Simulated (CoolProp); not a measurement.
Vapour pressure (bar) of n-dodecane: the reference equation beside estimates from Tc = 658.1 K, pc = 18.18 bar, ω = 0.574. Clausius-Clapeyron is anchored at 522.1 K with a constant enthalpy of vaporisation of 39.92 kJ/mol.

Model: reference Helmholtz-energy equation of state, Lemmon 2004, in CoolProp. It is a short technical equation, of lower accuracy than the large ones.

```json
[
 {"T (K)": "369.6", "reference": "0.01710", "Lee-Kesler": "0.01674", "Clausius-Clapeyron": "0.04678", "van der Waals": "1.066", "Redlich-Kwong": "0.1794", "Soave-Redlich-Kwong": "0.01675", "Peng-Robinson": "0.01850"},
 {"T (K)": "400.1", "reference": "0.06515", "Lee-Kesler": "0.06411", "Clausius-Clapeyron": "0.1259", "van der Waals": "1.703", "Redlich-Kwong": "0.4269", "Soave-Redlich-Kwong": "0.06409", "Peng-Robinson": "0.06825"},
 {"T (K)": "430.6", "reference": "0.1957", "Lee-Kesler": "0.1942", "Clausius-Clapeyron": "0.2946", "van der Waals": "2.559", "Redlich-Kwong": "0.8750", "Soave-Redlich-Kwong": "0.1941", "Peng-Robinson": "0.2013"},
 {"T (K)": "461.1", "reference": "0.4902", "Lee-Kesler": "0.4904", "Clausius-Clapeyron": "0.6159", "van der Waals": "3.661", "Redlich-Kwong": "1.602", "Soave-Redlich-Kwong": "0.4906", "Peng-Robinson": "0.4992"},
 {"T (K)": "491.6", "reference": "1.066", "Lee-Kesler": "1.073", "Clausius-Clapeyron": "1.175", "van der Waals": "5.035", "Redlich-Kwong": "2.688", "Soave-Redlich-Kwong": "1.077", "Peng-Robinson": "1.081"},
 {"T (K)": "522.1", "reference": "2.079", "Lee-Kesler": "2.096", "Clausius-Clapeyron": "2.079", "van der Waals": "6.703", "Redlich-Kwong": "4.211", "Soave-Redlich-Kwong": "2.114", "Peng-Robinson": "2.106"},
 {"T (K)": "552.6", "reference": "3.718", "Lee-Kesler": "3.746", "Clausius-Clapeyron": "3.453", "van der Waals": "8.684", "Redlich-Kwong": "6.246", "Soave-Redlich-Kwong": "3.803", "Peng-Robinson": "3.769"},
 {"T (K)": "583.1", "reference": "6.216", "Lee-Kesler": "6.251", "Clausius-Clapeyron": "5.440", "van der Waals": "11.00", "Redlich-Kwong": "8.864", "Soave-Redlich-Kwong": "6.373", "Peng-Robinson": "6.307"},
 {"T (K)": "613.7", "reference": "9.874", "Lee-Kesler": "9.915", "Clausius-Clapeyron": "8.201", "van der Waals": "13.66", "Redlich-Kwong": "12.14", "Soave-Redlich-Kwong": "10.10", "Peng-Robinson": "10.02"}
]
```

Absolute difference from the reference over all 9 rows, mean and median: Lee-Kesler 0.9 and 0.8 %, Clausius-Clapeyron 43.3 and 16.9 %, van der Waals 1260.7 and 372.3 %, Redlich-Kwong 274.1 and 152.2 %, Soave-Redlich-Kwong 1.6 and 1.7 %, Peng-Robinson 2.7 and 1.5 %.
